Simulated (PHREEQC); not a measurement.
Dissolve 0.014 mol/kgw H2SeO4, 0.02 mol/kgw H2SO4 and 0.35 mol/kgw CaCl2 at 77 °C. Closed to the air; pH follows from the charge balance.

The numbers come from PHREEQC with the ion-association model, wateq4f.dat.

Each row changes one thing in this solution. Precipitation was switched off in this run.

| case | pH | ionic strength (mol/kgw) | SI of Portlandite (Ca(OH)2) |
|---|---|---|---|
| as made | 1.48 | 1.08 | -17.64 |
| H2SO4 from 0.02 to 0.002 mol/kgw | 1.77 | 1.08 | -17.03 |
| H2SeO4 left out | 1.66 | 1.05 | -17.27 |
| temperature from 77 to 40 °C | 1.42 | 1.08 | -19.98 |
| 0.078 mol/kgw Na2SO4 added | 1.80 | 1.11 | -17.04 |
| H2SO4 left out | 1.83 | 1.08 | -16.92 |
| H2SO4 from 0.02 to 0.01 mol/kgw | 1.61 | 1.08 | -17.36 |
| diluted 100-fold with water | 3.23 | 0.0112 | -15.63 |

The ionic strength passes 0.7 mol/kgw, the rough limit of the ion-association models, in as made; H2SO4 from 0.02 to 0.002 mol/kgw; H2SeO4 left out; temperature from 77 to 40 °C; 0.078 mol/kgw Na2SO4 added; H2SO4 left out; H2SO4 from 0.02 to 0.01 mol/kgw. Some of these states are supersaturated (in Gypsum, for instance). Constants without temperature data keep their 25 °C values here.
